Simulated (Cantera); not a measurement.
A perfectly stirred reactor is fed with 15.4 % CO, 6.79 % H2, 16.4 % O2, 61.4 % N2, equivalence ratio 0.68, at 1.80 bar; it is adiabatic with a 800 K inlet, and is followed from long to short residence time, starting on the burning branch (τ in s: 0.14, 0.071, 0.035, 0.018, 0.0088, 0.0044, 0.0022, 0.0011, 0.00055, 0.00028, 0.00014, 6.9e-05, 3.5e-05).

Detailed kinetics in Cantera: GRI-Mech 3.0 (53 species, 325 reactions).

One state of this run: T (K) = 1779; x CO = 0.0634; x H2 = 0.00572; x O2 = 0.0835; x CO2 = 0.101; x HO2 = 3.08e-5. x: mole fraction; the columns are a selection and need not sum to one.

Task: Which value of τ (s) does it belong to?
A) 0.0044
B) 0.0088
C) 0.035
D) 6.9e-5

Result: D, 6.9e-5
